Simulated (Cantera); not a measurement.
Input: 1 mol BN, 0.079 mol H2, held at 2975 K.

Equilibrium computed with Cantera from the NASA thermochemical tables; the gas is ideal and each condensed phase is pure. Candidate condensed phases: B, BN; 15 gas species. Equilibrium is a limit: real reactors are often held back by kinetics, nucleation or transport.

Q: At 4.60 Pa, list the 6 most abundant gas species with their mole fractions, and the condensed phases.

A: B 0.603, N2 0.301, H 0.0952, N 0.000957, BN 0.000439, H2 1.95e-5. Condensed: gas only.
